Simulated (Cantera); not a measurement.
Thermodynamics of titanium nitride, carbide and oxide coatings, feed Ti + O2 + H2

Charge: 1 mol Ti, 18 mol O2, 390 mol H2, at 0.255 Torr.

Method: chemical equilibrium by Gibbs-energy minimisation in Cantera with the NASA 1993 tables (ideal gas, pure condensed phases). Candidate condensed phases: H2O, Ti, TiO, TiO2, Ti2O3, Ti3O5, Ti4O7; 12 gas species. Condensed phases not in the tables: Magnéli phases beyond Ti4O7. Equilibrium is a limit: real reactors are often held back by kinetics, nucleation or transport.

```tsv
T (°C)	x H2	x H	x H2O	x OH	n Ti4O7(s)	n Ti3O5(s)	n Ti4O7(l)
1650	0.867	0.0476	0.0853	0.000403	0.236	0	0
1675	0.858	0.0568	0.0849	0.000508	0	0.304	0
1700	0.848	0.0674	0.0841	0.000634	0	0	0.216
1725	0.836	0.0795	0.0833	0.000789	0	0	0.199
1750	0.822	0.0934	0.0825	0.000975	0	0	0.174
1775	0.807	0.109	0.0814	0.00120	0	0	0.138
1800	0.790	0.127	0.0802	0.00146	0	0	0.0858
1825	0.770	0.146	0.0788	0.00178	0	0	0.0109
1850	0.749	0.168	0.0774	0.00215	0	0	0
1875	0.726	0.193	0.0757	0.00258	0	0	0
1900	0.701	0.219	0.0738	0.00309	0	0	0
1925	0.674	0.248	0.0717	0.00367	0	0	0
```
x: gas mole fraction; n: condensed amount in mol.

At 1650 °C the condensed part is Ti4O7(s). At 1675 °C the condensed part is Ti3O5(s). From 1700 °C to 1825 °C the condensed part is Ti4O7(l). From 1850 °C to 1925 °C nothing is condensed. The main Ti-bearing gas is TiO2 throughout.
